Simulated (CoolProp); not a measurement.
The numbers come from the reference Helmholtz-energy equation of state, Thol 2018 in CoolProp.

Question: For hydrogen chloride, give the phase and the density (kg/m³), Joule-Thomson coefficient (K/MPa), isothermal compressibility (1/MPa), fugacity coefficient at 16.35 °C and 12500 kPa; 54.95 °C and 12500 kPa; 112.85 °C and 12500 kPa.

Answer: 
- 16.35 °C and 12500 kPa: liquid; density 912, Joule-Thomson coefficient 0.131, isothermal compressibility 0.00548, fugacity coefficient 0.271
- 54.95 °C and 12500 kPa: supercritical; density 706, Joule-Thomson coefficient 1.31, isothermal compressibility 0.0291, fugacity coefficient 0.483
- 112.85 °C and 12500 kPa: supercritical; density 217, Joule-Thomson coefficient 5.85, isothermal compressibility 0.123, fugacity coefficient 0.712
